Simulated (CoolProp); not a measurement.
Vapour-liquid equilibrium of R125 (1) + R236FA (2) at 6.34 kPa; x and y are mole fractions of (1).

Computed with CoolProp (multi-fluid Helmholtz-energy mixture model, Lemmon 2005 and Pan 2012; pair parameters Bell 2016).

```json
[
 {"x": "0.05", "bubble temperature (K)": "___", "y at the bubble point": "___", "dew temperature at overall composition x (K)": "219.6", "liquid density (mol/L)": "10.74"},
 {"x": "0.2", "bubble temperature (K)": "200.4", "y at the bubble point": "0.832", "dew temperature at overall composition x (K)": "217.4", "liquid density (mol/L)": "11.30"},
 {"x": "0.35", "bubble temperature (K)": "193.8", "y at the bubble point": "0.925", "dew temperature at overall composition x (K)": "214.8", "liquid density (mol/L)": "11.78"},
 {"x": "0.5", "bubble temperature (K)": "189.6", "y at the bubble point": "0.961", "dew temperature at overall composition x (K)": "211.6", "liquid density (mol/L)": "12.25"},
 {"x": "0.65", "bubble temperature (K)": "186.5", "y at the bubble point": "0.980", "dew temperature at overall composition x (K)": "207.6", "liquid density (mol/L)": "12.71"},
 {"x": "0.8", "bubble temperature (K)": "184.1", "y at the bubble point": "___", "dew temperature at overall composition x (K)": "202.0", "liquid density (mol/L)": "13.19"},
 {"x": "0.95", "bubble temperature (K)": "182.0", "y at the bubble point": "0.998", "dew temperature at overall composition x (K)": "191.0", "liquid density (mol/L)": "13.68"}
]
```

Q: Complete the blanks.

A: 
- 0.05, bubble temperature (K): 212.9
- 0.05, y at the bubble point: 0.443
- 0.8, y at the bubble point: 0.991

No azeotrope shows between x = 0.05 and 0.95.

Pair parameters are fitted to limited data, so mixtures are less certain than the pure fluids.
